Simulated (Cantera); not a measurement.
Input: 1 mol CsOH, 7.6 mol H2, 0.16 mol H2O, equilibrated at 99000 Pa.

These are equilibrium values from Cantera (NASA tables, ideal gas, pure condensed phases), not measurements of a reactor. Candidate condensed phases: Cs, CsOH, H2O; 15 gas species. Kinetics and transport are ignored.

Task: Which condensed phases are stable at each of these points (T (°C)): 675, 725, 775, 825, 875, 925, 975, 1025, 1075, 1125?

Result: 
```
T (°C)  condensed phases  Cs condensed (%)
------  ----------------  ----------------
675              CsOH(l)              70.6
725              CsOH(l)              38.2
775             gas only               0.0
825             gas only               0.0
875             gas only               0.0
925             gas only               0.0
975             gas only               0.0
1025            gas only               0.0
1075            gas only               0.0
1125            gas only               0.0
```

From 675 °C to 725 °C the condensed part is CsOH(l). From 775 °C to 1125 °C nothing is condensed.
